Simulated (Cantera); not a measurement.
Charge: 1 mol Si, 0.22 mol CO₂, 330 mol N₂, equilibrated at 2.60 bar.

These are equilibrium values from Cantera (NASA tables, ideal gas, pure condensed phases), not measurements of a reactor. Candidate condensed phases: C, Si, SiC, SiO₂, Si₂N₂O, Si₃N₄; 34 gas species. N₂ is the only nitrogen source here; it is nearly inert below about 1500 K, so the nitride shown seldom forms there in practice. Mutual solubility and eutectic melting of coexisting phases are not modelled. Rates play no part.

Problem. Which condensed phases are stable at each of these points (T (K)): 1025, 1100, 1175, 1250, 1325, 1400, 1475, 1550, 1625, 1700, 1775, 1850, 1925, 2000?

Solution. 
```tsv
T (K)	condensed phases	Si condensed (%)
1025	C(graphite) + Si₂N₂O(s) + Si₃N₄(s)	100.0
1100	C(graphite) + Si₂N₂O(s) + Si₃N₄(s)	100.0
1175	C(graphite) + Si₂N₂O(s) + Si₃N₄(s)	100.0
1250	C(graphite) + Si₂N₂O(s) + Si₃N₄(s)	100.0
1325	C(graphite) + Si₂N₂O(s) + Si₃N₄(s)	100.0
1400	C(graphite) + Si₂N₂O(s) + Si₃N₄(s)	100.0
1475	C(graphite) + Si₂N₂O(s) + Si₃N₄(s)	100.0
1550	C(graphite) + Si₂N₂O(s) + Si₃N₄(s)	100.0
1625	C(graphite) + Si₂N₂O(s) + Si₃N₄(s)	100.0
1700	Si₂N₂O(s) + Si₃N₄(s)	99.9
1775	Si₂N₂O(s) + Si₃N₄(s)	99.6
1850	Si₂N₂O(s) + Si₃N₄(s)	98.2
1925	Si₂N₂O(s) + Si₃N₄(s)	92.6
2000	Si₃N₄(s)	77.9
```

From 1025 K to 1625 K the condensed part is C(graphite) + Si₂N₂O(s) + Si₃N₄(s). From 1700 K to 1925 K the condensed part is Si₂N₂O(s) + Si₃N₄(s). At 2000 K the condensed part is Si₃N₄(s).
